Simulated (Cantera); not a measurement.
Premixed flame

A freely propagating, adiabatic, planar premixed flame of 8.83 % CH4, 18.0 % O2, 67.7 % N2, 5.47 % H2O, unburnt at 700 K and 4.10 bar; mixture-averaged transport, grid criteria slope 0.08 and curve 0.16, no radiation.

Computed with Cantera and GRI-Mech 3.0 (53 species, 325 reactions). Burning velocities carry a grid error of a few per cent, more on coarse grids.

```csv
z (mm),T (K),u (m/s),x CH4,x O2,x H2O,x O,x HCN,x C2H4
-0.366,701,0.912,0.0881,0.180,0.0548,<1e-8,<1e-8,8.36e-8
-0.244,705,0.919,0.0876,0.179,0.0555,<1e-8,<1e-8,1.15e-6
-0.183,717,0.937,0.0865,0.178,0.0575,<1e-8,1.19e-8,5.20e-6
-0.122,785,1.03,0.0814,0.172,0.0672,1.49e-8,9.36e-8,4.19e-5
-0.0610,1139,1.51,0.0572,0.140,0.108,4.54e-6,8.22e-7,0.000371
-0.0305,1515,2.03,0.0312,0.101,0.148,6.14e-5,2.01e-6,0.000742
0,1891,2.54,0.00675,0.0558,0.187,0.000512,4.03e-6,0.000379
0.0305,2060,2.76,0.000352,0.0305,0.203,0.00167,3.32e-6,1.23e-5
0.0610,2126,2.83,9.11e-6,0.0223,0.207,0.00205,1.17e-6,9.37e-8
0.122,2203,2.92,1.17e-8,0.0172,0.211,0.00165,1.28e-7,<1e-8
0.244,2279,3.01,<1e-8,0.0136,0.216,0.00104,<1e-8,<1e-8
0.488,2336,3.07,<1e-8,0.0109,0.220,0.000619,<1e-8,<1e-8
0.976,2367,3.11,<1e-8,0.00922,0.223,0.000427,<1e-8,<1e-8
```
x: mole fraction of selected species; z is measured from the peak of heat release.

```yaml
laminar_burning_velocity: 91.0 cm/s
thermal_thickness: 0.122 mm
peak x(O): 0.00206
peak x(HCN): 4.37e-6
peak x(C2H4): 0.000769
grid_points: 142
```
